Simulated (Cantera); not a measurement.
Input (Python, Cantera) and output of one run.

```python
import numpy as np
import cantera as ct

gas_names = """
    Hg N NO NO2 NO3 N2 N2O O O2 O3
""".split()
cond_names = """
    Hg(cr) Hg(L) HgO(s)
""".split()


# ... load() reads the species with a 1 bar reference pressure and builds the phases ...
atoms = {
    'HgO': {'Hg': 1, 'O': 1},
    'N2': {'N': 2},
}
top_T = {}  # K; cautious upper limits of use, not melting points


# ... equilibrate(T, P, feed) seeds the gas with the atoms and calls Mixture.equilibrate('TP', solver="vcs", rtol=1e-11, max_steps=5000) ...
results = []
feed = {'HgO': 1, 'N2': 1.1}  # mol
T = 1323  # K
P = 180  # Pa
mix = equilibrate(T, P, feed)
results.append((T, P, feed, dict(zip(mix.species_names, mix.species_moles))))
print(gas.report(threshold=0.0001))
for i in range(1, mix.n_phases):
    print(f"{mix.phase(i).name:16s} {mix.phase_moles(i):12.5e} mol")
```

It prints:

```
       temperature   1323 K
          pressure   180 Pa
           density   0.0015571 kg/m^3
  mean mol. weight   95.156 kg/kmol
   phase of matter   gas

                          1 kg             1 kmol
                     ---------------   ---------------
          enthalpy          5.47e+05        5.2051e+07  J
   internal energy         4.314e+05        4.1051e+07  J
           entropy            3044.9        2.8974e+05  J/K
    Gibbs function       -3.4814e+06       -3.3128e+08  J
 heat capacity c_p            308.49             29355  J/K
 heat capacity c_v            221.12             21041  J/K

                      mass frac. Y      mole frac. X     chem. pot. / RT
                     ---------------   ---------------   ---------------
                Hg           0.81078           0.38461           -24.528
                NO        0.00010134        0.00032137           -34.084
                N2           0.12451           0.42292           -32.815
                O2          0.064612           0.19215           -35.353
     [   +6 minor]        5.2501e-07        2.8786e-06

Hg(L)             0.00000e+00 mol
```

Equilibrium computed with Cantera from the NASA thermochemical tables; the gas is ideal and each condensed phase is pure.
